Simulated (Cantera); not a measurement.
Charge: 1 mol Si, 14 mol HF, 0.13 mol H2, held at 1325 °C and 46.0 Pa.

Cantera equilibrium calculation (NASA polynomials, part measured and part estimated; ideal gas, pure solids and liquids). Candidate condensed phases: Si; 25 gas species. The tables' values for SiF3, SiF2 are old estimates; treat these amounts as uncertain. The numbers say what is thermodynamically allowed, not how fast it happens.

Question: What is the equilibrium state?

Answer: 
| Item | Result |
|---|---|
| x(HF) | 0.763 |
| x(H2) | 0.160 |
| x(SiF4) | 0.0740 |
| x(SiF3) | 0.00199 |
| x(H) | 0.000994 |
| x(SiF2) | 2.60e-5 |
| x(SiHF3) | 1.48e-5 |
| gas amount | 13.15 mol |
| log10 activity of Si(s) (absent) | -7.55 |
